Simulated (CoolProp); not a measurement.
Properties of cis-2-butene along the isotherm 264.9 K (Tc = 435.8 K, pc = 4.236 MPa, ω = 0.202).

Computed with CoolProp (reference Helmholtz-energy equation of state, Lemmon 2005). It is a short technical equation, of lower accuracy than the large ones.

```json
[
 {"p (MPa)": "0.706", "phase": "liquid", "density (kg/m³)": "654.1", "cp (kJ/(kg K))": "2.115", "speed of sound (m/s)": "1165", "expansivity (1/kK)": "1.677", "fugacity coefficient": "0.08837"},
 {"p (MPa)": "1.41", "phase": "liquid", "density (kg/m³)": "654.9", "cp (kJ/(kg K))": "2.113", "speed of sound (m/s)": "1171", "expansivity (1/kK)": "1.664", "fugacity coefficient": "0.04548"},
 {"p (MPa)": "2.12", "phase": "liquid", "density (kg/m³)": "655.6", "cp (kJ/(kg K))": "2.110", "speed of sound (m/s)": "1177", "expansivity (1/kK)": "1.651", "fugacity coefficient": "0.03109"},
 {"p (MPa)": "2.82", "phase": "liquid", "density (kg/m³)": "656.4", "cp (kJ/(kg K))": "2.108", "speed of sound (m/s)": "1182", "expansivity (1/kK)": "1.639", "fugacity coefficient": "0.02402"},
 {"p (MPa)": "3.53", "phase": "liquid", "density (kg/m³)": "657.1", "cp (kJ/(kg K))": "2.106", "speed of sound (m/s)": "1188", "expansivity (1/kK)": "1.627", "fugacity coefficient": "0.01972"},
 {"p (MPa)": "4.24", "phase": "liquid", "density (kg/m³)": "657.9", "cp (kJ/(kg K))": "2.104", "speed of sound (m/s)": "1194", "expansivity (1/kK)": "1.615", "fugacity coefficient": "0.01688"},
 {"p (MPa)": "4.94", "phase": "liquid", "density (kg/m³)": "658.6", "cp (kJ/(kg K))": "2.101", "speed of sound (m/s)": "1199", "expansivity (1/kK)": "1.603", "fugacity coefficient": "0.01489"},
 {"p (MPa)": "5.65", "phase": "liquid", "density (kg/m³)": "659.3", "cp (kJ/(kg K))": "2.099", "speed of sound (m/s)": "1205", "expansivity (1/kK)": "1.592", "fugacity coefficient": "0.01338"},
 {"p (MPa)": "6.35", "phase": "liquid", "density (kg/m³)": "660.0", "cp (kJ/(kg K))": "2.097", "speed of sound (m/s)": "1210", "expansivity (1/kK)": "1.581", "fugacity coefficient": "(withheld)"},
 {"p (MPa)": "7.06", "phase": "liquid", "density (kg/m³)": "660.7", "cp (kJ/(kg K))": "2.095", "speed of sound (m/s)": "1216", "expansivity (1/kK)": "1.570", "fugacity coefficient": "0.01130"},
 {"p (MPa)": "7.77", "phase": "liquid", "density (kg/m³)": "661.4", "cp (kJ/(kg K))": "2.093", "speed of sound (m/s)": "1221", "expansivity (1/kK)": "(withheld)", "fugacity coefficient": "0.01056"},
 {"p (MPa)": "8.47", "phase": "liquid", "density (kg/m³)": "662.1", "cp (kJ/(kg K))": "2.091", "speed of sound (m/s)": "1226", "expansivity (1/kK)": "1.550", "fugacity coefficient": "0.009948"},
 {"p (MPa)": "9.18", "phase": "liquid", "density (kg/m³)": "662.8", "cp (kJ/(kg K))": "2.090", "speed of sound (m/s)": "1232", "expansivity (1/kK)": "1.539", "fugacity coefficient": "0.009433"},
 {"p (MPa)": "9.88", "phase": "liquid", "density (kg/m³)": "663.4", "cp (kJ/(kg K))": "(withheld)", "speed of sound (m/s)": "1237", "expansivity (1/kK)": "1.530", "fugacity coefficient": "0.009003"},
 {"p (MPa)": "10.6", "phase": "liquid", "density (kg/m³)": "664.1", "cp (kJ/(kg K))": "2.086", "speed of sound (m/s)": "1242", "expansivity (1/kK)": "1.520", "fugacity coefficient": "0.008627"}
]
```

Task: Fill in the missing entries.

Result: 
- 6.35, fugacity coefficient: 0.01223
- 7.77, expansivity (1/kK): 1.560
- 9.88, cp (kJ/(kg K)): 2.088
